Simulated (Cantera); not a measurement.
What does this Cantera script print?

```python
import numpy as np
import cantera as ct

gas_names = """
    H HNO HNO2 HNO3 HO2 H2 H2O H2O2 N NH NH2 NH3 NH2OH NO NO2 NO3 N2 N2H2 N2H4 N2O O OH O2 O3 Zr ZrN ZrO
    ZrO2
""".split()
cond_names = """
    H2O(s) H2O(L) Zr(a) Zr(b) Zr(L) ZrN(s) ZrN(L) ZrO2(a) ZrO2(b) ZrO2(L)
""".split()


# ... load() reads the species with a 1 bar reference pressure and builds the phases ...
atoms = {
    'Zr': {'Zr': 1},
    'N2': {'N': 2},
    'H2': {'H': 2},
    'H2O': {'H': 2, 'O': 1},
}
top_T = {}  # K; cautious upper limits of use, not melting points


# ... equilibrate(T, P, feed) seeds the gas with the atoms and calls Mixture.equilibrate('TP', solver="vcs", rtol=1e-11, max_steps=5000) ...
results = []
feed = {'Zr': 1, 'N2': 0.14, 'H2': 10, 'H2O': 26}  # mol
T = 1400  # K
P = 101325  # Pa
mix = equilibrate(T, P, feed)
results.append((T, P, feed, dict(zip(mix.species_names, mix.species_moles))))
x = sorted(zip(gas.X, gas.species_names), reverse=True)
print(f"T = {T:g} K  P = {P:g} Pa  gas = {mix.phase_moles(0):.4g} mol")
print("   x: " + "  ".join(f"{s} {v:.3e}" for v, s in x if v > 0.001))
print("   condensed (mol): " + ("  ".join(f"{mix.phase(i).name} {mix.phase_moles(i):.4g}"
      for i in range(1, mix.n_phases) if mix.phase_moles(i) > 1e-12) or "none"))
```

It prints:

```
T = 1400 K  P = 101325 Pa  gas = 36.14 mol
   x: H2O 6.641e-01  H2 3.320e-01  N2 3.873e-03
   condensed (mol): ZrO2(a) 1
```

These are equilibrium values from Cantera (NASA tables, ideal gas, pure condensed phases), not measurements of a reactor.
